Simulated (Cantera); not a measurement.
A closed system holds: 1 mol SiF4, 25 mol H2O, 44 mol N2, equilibrated at 1352 °C.

Cantera equilibrium calculation (NASA polynomials, part measured and part estimated; ideal gas, pure solids and liquids). Candidate condensed phases: H2O, Si, SiO2, Si2N2O, Si3N4; 58 gas species. The tables hold silica as quartz up to 1696 K and as liquid above; real silica turns to tridymite and cristobalite and melts near 1996 K. Rates play no part.

At 5.33 Torr, list the 6 most abundant gas species with their mole fractions, and the condensed phases.

N2 0.619, H2O 0.322, HF 0.0563, H2 0.00140, O2 0.000582, OH 0.000303. Condensed: SiO2(β-quartz).
